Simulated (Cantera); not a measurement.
A closed system holds: 1 mol Cu, 0.22 mol NH3, 1.1 mol H2, at 1825 K and 1880 Torr.

Equilibrium computed with Cantera from the NASA thermochemical tables; the gas is ideal and each condensed phase is pure. Candidate condensed phases: Cu; 11 gas species. The numbers say what is thermodynamically allowed, not how fast it happens.

Base state: H2 0.928, N2 0.0714, Cu 0.000288, H 0.000268, NH3 1.66e-5 (mole fractions); condensed: Cu(l).

**Question.** What changes in the equilibrium state with this change: Cu replaced by Fe?

**Answer.** 
```json
[
 {"species": "H2", "before": "0.928", "after": "0.928"},
 {"species": "N2", "before": "0.0714", "after": "0.0714"},
 {"species": "H", "before": "0.000268", "after": "0.000268"},
 {"species": "Cu", "before": "0.000288", "after": "0"},
 {"species": "Fe", "before": "0", "after": "1.67e-5"},
 {"species": "NH3", "before": "1.66e-5", "after": "1.66e-5"},
 {"species": "Cu(l), mol", "before": "1.000", "after": "0"},
 {"species": "Fe(l), mol", "before": "0", "after": "1.000"}
]
```
Further candidate phases: Fe.
